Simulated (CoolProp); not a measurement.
Vapour-liquid equilibrium of cyclohexane (1) + m-xylene (2) at 393.4 K; x and y are mole fractions of (1).

Model: multi-fluid Helmholtz-energy mixture model, Zhou 2014 and Zhou 2012; pair parameters Bell 2016, in CoolProp.

| x | bubble pressure (kPa) | y at the bubble point | dew pressure at overall composition x (kPa) | liquid density (mol/L) |
|---|---|---|---|---|
| 0.05 | 74.13 | 0.232 | 62.11 | 7.322 |
| 0.2 | 115.5 | 0.574 | ? | 7.424 |
| 0.35 | 152.8 | ? | 84.69 | 7.530 |
| 0.5 | 186.5 | ? | 103.2 | 7.639 |
| 0.65 | 217.8 | 0.884 | 131.5 | 7.754 |
| 0.8 | 248.2 | 0.936 | 178.3 | 7.876 |
| 0.95 | ? | 0.984 | 256.8 | 8.007 |

Problem. Fill in the missing entries.

Solution. 
- 0.2, dew pressure at overall composition x (kPa): 71.69
- 0.35, y at the bubble point: 0.728
- 0.5, y at the bubble point: 0.820
- 0.95, bubble pressure (kPa): 279.2

No azeotrope shows between x = 0.05 and 0.95.

The pair parameters rest on a limited set of measurements; away from them the model extrapolates.
